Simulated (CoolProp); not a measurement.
Vapour-liquid equilibrium of R22 (1) + n-pentane (2) at -43.15 °C; x and y are mole fractions of (1).

Model: multi-fluid Helmholtz-energy mixture model, Kamei 1995 and Thol 2019; pair parameters Bell 2016, in CoolProp.

```csv
x,"bubble pressure, mixture model (kPa)","bubble pressure, Raoult's law (kPa)","y, mixture model","y, Raoult's law"
0.05,13.86,6.627,0.847,0.684
0.2,41.32,19.90,0.955,0.911
0.35,57.82,33.17,0.971,0.957
0.5,66.82,46.44,0.977,0.976
0.65,72.52,59.72,0.981,0.987
0.8,78.31,72.99,0.986,0.994
0.95,86.83,86.26,0.995,0.999
```

The largest gap from Raoult's law is +109.1 % in bubble pressure, at x = 0.05. No azeotrope shows between x = 0.05 and 0.95.

Pair parameters are fitted to limited data, so mixtures are less certain than the pure fluids. With so large a gap from Raoult's law the liquid may split in two, which this calculation doesn't test in full.
